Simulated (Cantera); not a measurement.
Stirred combustor or abatement burner

A perfectly stirred reactor is fed with CH₄ : O₂ : N₂ = 1 : 2.06 : 7.75 (molar parts), equivalence ratio 0.97, at 2.10 bar; it is adiabatic with a 450 K inlet, and is followed from long to short residence time, starting on the burning branch (τ in s: 0.12, 0.056, 0.027, 0.013, 0.006, 0.0029, 0.0014, 0.00064, 0.00031, 0.00015, 6.9e-05, 3.3e-05).

Cantera simulation using GRI-Mech 3.0 (53 species, 325 reactions); the numbers are that mechanism's predictions, not measurements.

| τ (s) | T (K) | x CH₄ | x O₂ | x C₂H₄ | x H₂O₂ | x CO |
|---|---|---|---|---|---|---|
| 0.12 | 2297 | 1.49e-6 | 0.00886 | 4.95e-11 | 1.10e-7 | 0.00777 |
| 0.056 | 2294 | 3.01e-6 | 0.00929 | 1.97e-10 | 1.15e-7 | 0.00812 |
| 0.027 | 2287 | 5.75e-6 | 0.00988 | 6.81e-10 | 1.22e-7 | 0.00875 |
| 0.013 | 2275 | 1.06e-5 | 0.0107 | 2.09e-9 | 1.33e-7 | 0.00982 |
| 0.0060 | 2254 | 1.92e-5 | 0.0119 | 5.89e-9 | 1.52e-7 | 0.0116 |
| 0.0029 | 2225 | 3.27e-5 | 0.0135 | 1.39e-8 | 1.81e-7 | 0.0138 |
| 0.0014 | 2187 | 5.53e-5 | 0.0154 | 3.05e-8 | 2.21e-7 | 0.0166 |
| 0.00064 | 2137 | 9.88e-5 | 0.0179 | 7.04e-8 | 2.82e-7 | 0.0200 |
| 0.00031 | 2082 | 0.000175 | 0.0206 | 1.62e-7 | 3.58e-7 | 0.0236 |
| 0.00015 | 2019 | 0.000331 | 0.0240 | 4.27e-7 | 4.59e-7 | 0.0278 |
| 6.9e-5 | 1941 | 0.000744 | 0.0293 | 1.62e-6 | 6.07e-7 | 0.0339 |
| 3.3e-5 | 450 | 0.0925 | 0.191 | <1e-12 | <1e-12 | <1e-12 |
x: mole fraction; the columns are a selection and need not sum to one.
